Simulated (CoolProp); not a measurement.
Vapour-liquid equilibrium of R142b (1) + R113 (2) at 6.86 bar; x and y are mole fractions of (1).

The numbers come from the multi-fluid Helmholtz-energy mixture model, Lemmon 2006 and Marx 1992; pair parameters Bell 2016 in CoolProp.

| x | bubble temperature (K) | y at the bubble point | dew temperature at overall composition x (K) | liquid density (mol/L) |
|---|---|---|---|---|
| 0.05 | 385.8 | 0.170 | 391.3 | 7.165 |
| 0.2 | 367.1 | 0.512 | 384.4 | (withheld) |
| 0.35 | 353.7 | (withheld) | (withheld) | (withheld) |
| 0.5 | 344.0 | (withheld) | 367.8 | (withheld) |
| 0.65 | 336.6 | 0.884 | 357.6 | 9.126 |
| 0.8 | 330.4 | 0.939 | 345.0 | 9.631 |
| 0.95 | (withheld) | (withheld) | 329.2 | 10.19 |

**Question.** Complete the blanks.

**Answer.** 
- 0.2, liquid density (mol/L): 7.695
- 0.35, y at the bubble point: 0.699
- 0.35, dew temperature at overall composition x (K): 376.6
- 0.35, liquid density (mol/L): 8.180
- 0.5, y at the bubble point: 0.810
- 0.5, liquid density (mol/L): 8.649
- 0.95, bubble temperature (K): 325.0
- 0.95, y at the bubble point: 0.985

No azeotrope shows between x = 0.05 and 0.95.

Pair parameters are fitted to limited data, so mixtures are less certain than the pure fluids.
